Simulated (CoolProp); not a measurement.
Computed with CoolProp (reference Helmholtz-energy equation of state, de Reuck 1990).

**Question.** For fluorine, give the phase and the speed of sound (m/s), isothermal compressibility (1/MPa), fugacity coefficient at -172.45 °C and 20 MPa; -126.45 °C and 20 MPa; -121.35 °C and 20 MPa.

**Answer.** 
- -172.45 °C and 20 MPa: liquid; speed of sound 811, isothermal compressibility 0.00196, fugacity coefficient 0.0385
- -126.45 °C and 20 MPa: supercritical; speed of sound 502, isothermal compressibility 0.00828, fugacity coefficient 0.294
- -121.35 °C and 20 MPa: supercritical; speed of sound 469, isothermal compressibility 0.0101, fugacity coefficient 0.333
